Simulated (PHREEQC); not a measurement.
Na2SO4 is added in steps, without added water, to 1 kg of water holding 0.024 mol/kgw MnSO4, 0.0083 mol/kgw CuCl2, 0.18 mol/kgw NaHCO3 and 0.015 mol/kgw NaCl, at 20 °C. The system is closed to oxygen. No CO2 enters from the air. The run lets Rhodochrosite, Pyrochroite, Cu(OH)2, Malachite, Brochantite, Antlerite, Atacamite, Halite, Mirabilite, Chalcanthite, Nahcolite, Natron precipitate or redissolve, and no other solid.

Base run: PHREEQC, ion-association model, wateq4f.dat. Each further column changes one thing. The table gives Mn in solution (mol/kgw).

| Na2SO4 added (mol) | base | all activity coefficients set to 1 | Debye-Hückel limiting law | Davies equation for every ion |
|---|---|---|---|---|
| 0 | 6.62e-6 | 3.77e-6 | ___ | ___ |
| 0.04875 | 8.21e-6 | 4.80e-6 | 2.41e-5 | 7.96e-6 |
| 0.0975 | 9.57e-6 | 5.69e-6 | 4.31e-5 | 8.94e-6 |
| 0.1219 | 1.02e-5 | 6.11e-6 | 5.70e-5 | ___ |
| 0.1706 | 1.14e-5 | 6.91e-6 | 9.77e-5 | 1.01e-5 |
| 0.2194 | 1.25e-5 | 7.67e-6 | 0.000163 | ___ |
| 0.2681 | 1.36e-5 | 8.40e-6 | ___ | 1.13e-5 |
| 0.2925 | 1.41e-5 | 8.75e-6 | 0.000333 | 1.16e-5 |
| 0.3412 | 1.51e-5 | 9.45e-6 | 0.000519 | 1.21e-5 |
| 0.39 | 1.61e-5 | 1.01e-5 | 0.000788 | 1.26e-5 |

Q: What belongs in the gaps?

A: 
- 0, Debye-Hückel limiting law: 1.29e-5
- 0, Davies equation for every ion: 6.65e-6
- 0.1219, Davies equation for every ion: 9.36e-6
- 0.2194, Davies equation for every ion: 1.07e-5
- 0.2681, Debye-Hückel limiting law: 0.000264

The ionic strength passes 0.7 mol/kgw, the rough limit of the ion-association models, in part of: base; all activity coefficients set to 1; Debye-Hückel limiting law; Davies equation for every ion.
